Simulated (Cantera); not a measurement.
A freely propagating, adiabatic, planar premixed flame of CH₃OH : O₂ : N₂ = 1 : 1.07 : 2.79 (molar parts), unburnt at 600 K and 3600 Torr; mixture-averaged transport, grid criteria slope 0.08 and curve 0.16, no radiation.

Cantera simulation using GRI-Mech 3.0 (53 species, 325 reactions); the numbers are that mechanism's predictions, not measurements. GRI-Mech 3.0 was tuned for natural gas; its chemistry of methanol as a main component is partial and can be far from experiment. Burning velocities carry a grid error of a few per cent, more on coarse grids.

Task: How do the results move with these cheaper or finer settings: unity-Lewis-number transport; multicomponent transport; multicomponent+Soret transport; grid criteria slope 0.5, curve 1; grid criteria slope 0.25, curve 0.5; grid criteria slope 0.03, curve 0.06?

Result: 
| setting | laminar burning velocity | thermal thickness | peak x(CH₄) | peak x(C₂H₆) | grid points |
|---|---|---|---|---|---|
| as above | 165 cm/s | 0.0459 mm | 0.000619 | 2.21e-6 | 142 |
| unity-Lewis-number transport | 111 cm/s | 0.0629 mm | 0.000607 | 2.38e-6 | 137 |
| multicomponent transport | 165 cm/s | 0.0467 mm | 0.000624 | 2.23e-6 | 142 |
| multicomponent+Soret transport | 162 cm/s | 0.0469 mm | 0.000597 | 2.12e-6 | 142 |
| grid criteria slope 0.5, curve 1 | 192 cm/s | 0.0505 mm | 0.000640 | 2.22e-6 | 40 |
| grid criteria slope 0.25, curve 0.5 | 178 cm/s | 0.0477 mm | 0.000633 | 2.25e-6 | 62 |
| grid criteria slope 0.03, curve 0.06 | 162 cm/s | 0.0454 mm | 0.000614 | 2.19e-6 | 352 |
The base run took around 22 core-seconds (rough).
Unity Lewis numbers drop preferential diffusion, which matters most where H2 and H carry the flame; Soret adds thermal diffusion.
